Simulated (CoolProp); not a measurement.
Properties of methane along the isotherm 197.8 K (Tc = 190.6 K, pc = 4.599 MPa, ω = 0.011).

The numbers come from the reference Helmholtz-energy equation of state, Setzmann 1991 in CoolProp.

```csv
p (MPa),phase,cp (kJ/(kg K)),Joule-Thomson coefficient (K/MPa),isothermal compressibility (1/MPa),viscosity (µPa s),conductivity (mW/(m K))
0.0364,gas,2.094,9.457,27.54,7.77,21.4
0.0614,gas,2.098,9.464,16.35,7.77,21.5
0.104,gas,2.106,9.475,9.681,7.78,21.5
0.175,gas,2.119,9.495,5.781,7.78,21.6
0.295,gas,2.141,9.527,3.458,7.79,21.8
0.498,gas,2.181,9.581,2.078,7.81,22.0
0.84,gas,2.257,9.669,1.265,7.86,22.4
1.42,gas,2.413,9.808,0.7873,7.96,23.3
2.39,gas,2.795,9.999,0.5220,8.25,25.1
4.04,gas,4.483,9.968,0.4353,9.39,31.7
6.81,supercritical,8.729,2.402,0.1110,23.5,74.2
11.5,supercritical,4.694,0.6330,0.02138,32.9,90.8
```

The peak of cp marks the crossing from liquid-like to gas-like fluid above the critical point.

Viscosity comes from a separate model (Quiñones-Cisneros 2006). Thermal conductivity comes from a separate model (Friend 1989).
